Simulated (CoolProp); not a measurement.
Vapour-liquid equilibrium of carbon dioxide (1) + dimethyl ether (2) at -26.45 °C; x and y are mole fractions of (1).

Values from CoolProp's multi-fluid Helmholtz-energy mixture model, Span 1996 and Wu 2011; pair parameters Bell 2016.

| x | bubble pressure (kPa) | y at the bubble point | dew pressure at overall composition x (kPa) | liquid density (mol/L) |
|---|---|---|---|---|
| 0.05 | 141.9 | 0.360 | 98.81 | 16.34 |
| 0.125 | 219.6 | 0.612 | 106.7 | 16.84 |
| 0.2 | 305.0 | 0.740 | 115.9 | 17.37 |
| 0.275 | 398.2 | 0.817 | 126.8 | 17.92 |
| 0.35 | 499.0 | 0.867 | 140.0 | 18.50 |
| 0.425 | 607.4 | 0.902 | 156.2 | 19.09 |
| 0.5 | 722.7 | 0.928 | 176.6 | 19.71 |
| 0.575 | 844.2 | 0.947 | 203.2 | 20.35 |
| 0.65 | 971.2 | 0.962 | 239.4 | 21.00 |
| 0.725 | 1102 | 0.973 | 291.4 | 21.67 |
| 0.8 | 1237 | 0.982 | 372.7 | 22.35 |
| 0.875 | 1374 | 0.990 | 519.2 | 23.03 |
| 0.95 | 1512 | 0.996 | 868.3 | 23.68 |

No azeotrope shows between x = 0.05 and 0.95.

Pair parameters are fitted to limited data, so mixtures are less certain than the pure fluids.
